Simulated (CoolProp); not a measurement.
Vapour pressure (bar) of dimethyl carbonate: the reference equation beside estimates from Tc = 283.9 °C, pc = 49.09 bar, ω = 0.346.

Values from CoolProp's reference Helmholtz-energy equation of state, Zhou 2011.

| T (°C) | reference | van der Waals | Soave-Redlich-Kwong | Peng-Robinson |
|---|---|---|---|---|
| 130.75 | 3.178 | 11.75 | 3.201 | 3.183 |
| 135.25 | 3.549 | 12.41 | 3.582 | 3.558 |
| 139.65 | 3.943 | 13.08 | 3.988 | 3.957 |
| 144.05 | 4.370 | 13.78 | 4.429 | 4.391 |
| 148.45 | 4.831 | 14.49 | 4.906 | 4.860 |
| 152.85 | 5.329 | 15.23 | 5.422 | 5.366 |
| 157.35 | 5.877 | 16.01 | 5.991 | 5.926 |
| 161.75 | 6.453 | 16.80 | 6.591 | 6.515 |

Absolute difference from the reference over all 8 rows, mean and median: van der Waals 210.6 and 207.6 %, Soave-Redlich-Kwong 1.4 and 1.5 %, Peng-Robinson 0.5 and 0.5 %.
